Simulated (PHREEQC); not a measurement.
A PHREEQC input (ion-association model, phreeqc.dat):

```
SOLUTION 1
  temp 25
  units mg/L
  pH 6.27
  pe 8.2
  Na 0.084
  K 0.15
  Ca 0.27
  Mg 0.0805
  Cl 0.502 charge
  Li 0.1 charge
  S(6) 0.157 as SO4
  Alkalinity 0.579 as HCO3
  Zn 0.0214
END
USE solution 1
EQUILIBRIUM_PHASES 1
  Quartz 0 0.5
  CO2(g) -3.4 10
END
```

It stops with these messages:

```
ERROR: Charge balance specified for more than one species.
ERROR: Program terminating due to input errors.
```

The fault: two constituents marked charge. The line should read `Cl 0.502` where the input has `Cl 0.502 charge / Li 0.1 charge`. With the mend the run ends at pH 6.22 and ionic strength 4.02e-5 mol/kgw.
